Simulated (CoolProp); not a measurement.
Properties of R1234ze(Z) along the isotherm 303.1 K (Tc = 423.3 K, pc = 35.31 bar, ω = 0.327).

Model: reference Helmholtz-energy equation of state, Akasaka 2019, in CoolProp.

| p (bar) | phase | cv (kJ/(kg K)) | isothermal compressibility (1/MPa) |
|---|---|---|---|
| 9.81 | liquid | 0.8878 | 0.003107 |
| 19.6 | liquid | 0.8876 | 0.003007 |
| 29.4 | liquid | 0.8874 | 0.002914 |
| 39.2 | liquid | 0.8873 | 0.002827 |
| 49 | liquid | 0.8872 | 0.002746 |
| 58.8 | liquid | 0.8872 | 0.002670 |
| 68.7 | liquid | 0.8871 | 0.002599 |
| 78.5 | liquid | 0.8871 | 0.002532 |
| 88.3 | liquid | 0.8872 | 0.002469 |
